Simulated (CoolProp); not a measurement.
CH2F2 (R32) at 293.15 K and 2.79 MPa flows at 0.6 m/s in a round tube of 6 mm bore and 45 µm roughness, fully developed (64/Re and Nu = 3.66 if laminar; Colebrook and Gnielinski if turbulent). Each further row changes one setting.

Model: reference Helmholtz-energy equation of state, Tillner-Roth 1997, in CoolProp.

| case | Reynolds number | Darcy friction factor | pressure drop (Pa/m) | heat-transfer coefficient (W/(m² K)) | mass flow (kg/h) |
|---|---|---|---|---|---|
| as stated | 29200 | [?] | [?] | [?] | [?] |
| velocity 1.2 m/s | 58400 | 0.0357 | [?] | [?] | 121 |
| diameter 12 mm | 58400 | [?] | [?] | 3110 | 242 |

Problem. Fill in the missing entries.

Solution. 
- as stated, Darcy friction factor: 0.0368
- as stated, pressure drop (Pa/m): 1090
- as stated, heat-transfer coefficient (W/(m² K)): 3690
- as stated, mass flow (kg/h): 60.4
- velocity 1.2 m/s, pressure drop (Pa/m): 4230
- velocity 1.2 m/s, heat-transfer coefficient (W/(m² K)): 7300
- diameter 12 mm, Darcy friction factor: 0.0298
- diameter 12 mm, pressure drop (Pa/m): 441

Viscosity comes from a separate model (Bell 2016), an estimate that may be off by 10 % or more. Thermal conductivity comes from a separate model (Huber 2003), an estimate that may be off by 10 % or more.
